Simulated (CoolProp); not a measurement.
Vapour pressure (kPa) of benzene: the reference equation beside estimates from Tc = 562.0 K, pc = 4906 kPa, ω = 0.211. Clausius-Clapeyron is anchored at 454.1 K with a constant enthalpy of vaporisation of 23.85 kJ/mol.

Computed with CoolProp (reference Helmholtz-energy equation of state, Thol 2012).

```tsv
T (K)	reference	Lee-Kesler	Clausius-Clapeyron	van der Waals	Redlich-Kwong	Soave-Redlich-Kwong	Peng-Robinson
437	764.7	767.6	815.7	1647	982.0	770.0	761.5
442.7	850.9	854.2	887.7	1750	1080	___	___
448.4	944.0	947.8	963.9	1857	1184	952.5	___
454.1	1044	1049	1044	1969	1294	___	1042
459.8	1153	1157	1130	2084	1412	1165	1151
465.5	1269	1274	1219	2204	1537	1284	1268
471.2	1393	1398	1314	2328	1669	___	1393
476.9	1527	1532	1413	2456	___	___	1528
482.6	1669	1674	1517	2589	1956	1693	1672
```

Q: Some entries are withheld; supply them.

A: 
- 442.7, Soave-Redlich-Kwong: 857.7
- 442.7, Peng-Robinson: 847.7
- 448.4, Peng-Robinson: 941.1
- 454.1, Soave-Redlich-Kwong: 1055
- 471.2, Soave-Redlich-Kwong: 1411
- 476.9, Redlich-Kwong: 1808
- 476.9, Soave-Redlich-Kwong: 1547

Absolute difference from the reference over all 9 rows, mean and median: Lee-Kesler 0.4 and 0.4 %, Clausius-Clapeyron 4.6 and 4.3 %, van der Waals 82.7 and 80.7 %, Redlich-Kwong 22.6 and 22.5 %, Soave-Redlich-Kwong 1.1 and 1.1 %, Peng-Robinson 0.2 and 0.2 %.
